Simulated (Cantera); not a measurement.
A perfectly stirred reactor is fed with CO : O2 : H2O : N2 = 0.0071 : 0.014 : 0.00028 : 1 (molar parts), equivalence ratio 0.25, at 5.00 bar; it is held at 1125 K, and followed from long to short residence time.

Cantera simulation using GRI-Mech 3.0 (53 species, 325 reactions); the numbers are that mechanism's predictions, not measurements.

**Question.** What does this change do: 0.053 parts H2 added?

**Answer.** 
| quantity | before | after |
|---|---|---|
| x(CO) at τ = 22.0 s | 0.000438 | 0.00384 |
| x(O2) at τ = 22.0 s | 0.0105 | 8.46e-6 |
| x(H2O) at τ = 22.0 s | 0.000275 | 0.0238 |
| x(N2O) at τ = 22.0 s | 1.98e-6 | 1.53e-10 |
| x(NO) at τ = 22.0 s | 2.43e-7 | 1.12e-11 |
| x(CO) at τ = 0.150 s | 0.00614 | 0.00487 |
| x(O2) at τ = 0.150 s | 0.0133 | 0.000125 |
| x(H2O) at τ = 0.150 s | 0.000273 | 0.0246 |
| x(N2O) at τ = 0.150 s | 3.86e-7 | 2.02e-9 |
| x(NO) at τ = 0.150 s | 1.64e-9 | 4.11e-9 |
The hydrogen kinetics of GRI-Mech 3.0 are dated; newer H2 mechanisms differ, most at raised pressure.

**Question.** What does this change do: temperature 1125 to 925 K?

**Answer.** 
| quantity | before | after |
|---|---|---|
| x(CO) at τ = 22.0 s | 0.000438 | 0.00649 |
| x(O2) at τ = 22.0 s | 0.0105 | 0.0135 |
| x(H2O) at τ = 22.0 s | 0.000275 | 0.000274 |
| x(N2O) at τ = 22.0 s | 1.98e-6 | 1.79e-8 |
| x(NO) at τ = 22.0 s | 2.43e-7 | <1e-12 |
| x(CO) at τ = 0.150 s | 0.00614 | 0.00695 |
| x(O2) at τ = 0.150 s | 0.0133 | 0.0137 |
| x(H2O) at τ = 0.150 s | 0.000273 | 0.000274 |
| x(N2O) at τ = 0.150 s | 3.86e-7 | 1.30e-11 |
| x(NO) at τ = 0.150 s | 1.64e-9 | <1e-12 |
